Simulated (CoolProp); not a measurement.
Vapour-liquid equilibrium of cyclohexane (1) + n-nonane (2) at 0.0963 MPa; x and y are mole fractions of (1).

Values from CoolProp's multi-fluid Helmholtz-energy mixture model, Zhou 2014 and Lemmon 2006; pair parameters Bell 2016.

```
x      bubble temperature (°C)  y at the bubble point  dew temperature at overall composition x (°C)  liquid density (mol/L)
-----  -----------------------  ---------------------  ---------------------------------------------  ----------------------
0.05                     141.0                  0.223                                          147.2                   4.913
0.125                    131.2                  0.453                                          144.6                   5.138
0.2                      123.2                  0.603                                          141.9                   5.364
0.275                    116.4                  0.707                                          139.0                   5.594
0.35                     110.5                  0.781                                          135.9                   5.832
0.425                    105.4                  0.836                                          132.6                   6.081
0.5                      100.8                  0.878                                          128.9                   6.343
0.575                     96.6                  0.911                                          124.8                   6.619
0.65                      92.8                  0.937                                          120.3                   6.912
0.725                     89.3                  0.957                                          115.0                   7.224
0.8                       86.2                  0.972                                          108.9                   7.557
0.875                     83.3                  0.985                                          101.2                   7.914
0.95                      80.6                  0.995                                           90.5                   8.297
```

No azeotrope shows between x = 0.05 and 0.95.

The pair parameters rest on a limited set of measurements; away from them the model extrapolates.
